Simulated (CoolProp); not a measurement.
Saturation properties of R1132(E) (Tc = 348.8 K, pc = 5.174 MPa, ω = 0.245).

Computed with CoolProp (reference Helmholtz-energy equation of state, Akasaka 2024).

```tsv
T (K)	p (MPa)	vapour density (kg/m³)
253.6	0.4221	14.10
261.6	0.5602	18.54
269.6	0.7298	24.03
277.6	0.9351	30.78
285.6	1.181	39.05
293.6	1.471	49.18
301.6	1.810	61.63
309.6	2.205	77.09
317.6	2.660	96.59
325.7	3.189	122.3
333.7	3.787	157.3
341.7	4.472	212.3
```
